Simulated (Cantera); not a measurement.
Feed: 1 mol Al(CH3)3, 4.9 mol N2O, 490 mol N2, at 673 K and 2300 Pa.

Cantera equilibrium calculation (NASA polynomials, part measured and part estimated; ideal gas, pure solids and liquids). Candidate condensed phases: Al, AlN, Al2O3, C, C6H6, C7H8, C8H18, H2O; 148 gas species. The feed counts by its element totals alone. Kinetics and transport are ignored.

Base state: N2 0.987, H2 0.00840, CO 0.00248, CO2 0.00189, H2O 0.000521, CH4 2.48e-5 (mole fractions); condensed: Al2O3(s) + C(graphite).

Question: What changes in the equilibrium state with this change: N2O from 4.9 to 25 mol?

Answer: 
```csv
species,before,after
N2,0.987,0.974
O2,<1e-9,0.0123
H2O,0.000521,0.00851
H2,0.00840,<1e-9
CO,0.00248,<1e-9
CH4,2.48e-5,<1e-9
"Al2O3(s), mol",0.500,0.500
"C(graphite), mol",0.795,0
```

Question: What changes in the equilibrium state with this change: temperature from 673 K to 1150 K?

Answer: 
```
species             before     after
----------------  --------  --------
N2                   0.987     0.985
H2                 0.00840   0.00845
CO                 0.00248   0.00568
CO2                0.00189  0.000288
CH4                2.48e-5     <1e-9
H2O               0.000521  0.000508
Al2O3(s), mol        0.500     0.500
C(graphite), mol     0.795         0
```

Question: What changes in the equilibrium state with this change: pressure from 2300 Pa to 13000 Pa?

Answer: 
| species | before | after |
|---|---|---|
| N2 | 0.987 | 0.988 |
| H2 | 0.00840 | 0.00755 |
| CO2 | 0.00189 | 0.00222 |
| CO | 0.00248 | 0.00113 |
| CH4 | 2.48e-5 | 0.000113 |
| H2O | 0.000521 | 0.00121 |
| Al2O3(s), mol | 0.500 | 0.500 |
| C(graphite), mol | 0.795 | 1.26 |
